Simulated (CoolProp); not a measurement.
Values from CoolProp's reference Helmholtz-energy equation of state, Smukala 2000.

Problem. For ethylene, give the phase and the cp (kJ/(kg K)) at 155.95 °C and 1260 kPa.

Solution. 
- 155.95 °C and 1260 kPa: gas; cp 2.04
